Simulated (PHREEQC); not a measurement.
PHREEQC input (Pitzer model, pitzer.dat):

```
SOLUTION 1
  temp 15
  units mol/kgw
  pH 7 charge
  S(6) 0.19
  Mg 0.1953
  Cl 0.0106
END
USE solution 1
INCREMENTAL_REACTIONS false
REACTION 1
  H2O -1
  0 9.886 18.011 24.689 30.178 34.689 38.397 41.444
  43.949 46.007 47.699 49.089 50.232 51.172 51.944 52.578
  53.1 53.528 53.88 moles
EQUILIBRIUM_PHASES 1
  Bischofite 0 0
  Brucite 0 0
  Epsomite 0 0
  Hexahydrite 0 0
  Kieserite 0 0
  MgCl2_4H2O 0 0
SELECTED_OUTPUT 1
  -reset false
  -pH true
  -pe true
  -ionic_strength true
  -water true
  -activities H2O
  -totals Cl Mg S
  -molalities H+ Mg+2 Cl- SO4-2 OH- HSO4- MgOH+
  -equilibrium_phases Bischofite Brucite Epsomite Hexahydrite Kieserite MgCl2_4H2O
PRINT
  -reset false
END
```

Selected output (columns that matter, 16 of 19 rows; water left (kg) added in front):

```
water left (kg)	pH	mu	Cl	Mg	S	m_H+	m_Mg+2	m_Cl-	m_SO4-2	m_OH-	la_H2O	Epsomite
1	6.9411	0.7759	0.0106	0.1953	0.19	1.8411e-07	0.1953	0.0106	0.19	9.2604e-08	-0.0017855	0
0.821894	6.918	0.94404	0.012897	0.23762	0.23117	1.9783e-07	0.23762	0.012897	0.23117	9.4718e-08	-0.0021412	0
0.675514	6.892	1.1486	0.015692	0.28911	0.28127	2.1333e-07	0.28911	0.015692	0.28127	9.6858e-08	-0.0025702	0
0.456313	6.8293	1.7004	0.02323	0.428	0.41638	2.5055e-07	0.428	0.02323	0.41638	1.0097e-07	-0.0037166	0
0.375043	6.7911	2.0688	0.028263	0.52074	0.50661	2.7269e-07	0.52074	0.028263	0.50661	1.0275e-07	-0.0044831	0
0.30824	6.7468	2.5172	0.034389	0.6336	0.6164	2.9737e-07	0.6336	0.034389	0.6164	1.0414e-07	-0.0054298	0
0.253345	6.6948	3.0626	0.04184	0.77089	0.74997	3.2458e-07	0.77089	0.04184	0.74997	1.0493e-07	-0.0066208	0
0.208215	6.6332	3.7264	0.050909	0.93797	0.91252	3.5407e-07	0.93797	0.050909	0.91252	1.0482e-07	-0.0081611	0
0.140655	6.469	5.5163	0.075362	1.3885	1.3508	4.1614e-07	1.3885	0.075362	1.3508	1.0036e-07	-0.013098	0
0.115613	6.3584	6.7112	0.091686	1.6893	1.6434	4.4445e-07	1.6893	0.091686	1.6434	9.5149e-08	-0.017274	0
0.0950203	6.2218	8.1656	0.11156	2.0554	1.9996	4.6518e-07	2.0553	0.11156	1.9996	8.7444e-08	-0.023576	0
0.0780853	6.0525	9.9366	0.13575	2.5011	2.4332	4.7039e-07	2.5011	0.13575	2.4332	7.7178e-08	-0.033388	0
0.058971	6.0036	10.357	0.17975	2.6118	2.5219	4.6945e-07	2.6118	0.17975	2.5219	7.3695e-08	-0.036821	0.04128
0.0277678	5.9794	10.143	0.38174	2.5835	2.3926	4.7611e-07	2.5835	0.38174	2.3926	6.96e-08	-0.039211	0.12356
0.0162271	5.9448	9.871	0.65323	2.5494	2.2228	4.8505e-07	2.5494	0.65323	2.2228	6.429e-08	-0.042475	0.15393
0.00679488	5.8065	9.1469	1.56	2.4817	1.7017	5.1758e-07	2.4817	1.56	1.7017	4.8124e-08	-0.054285	0.17844
```
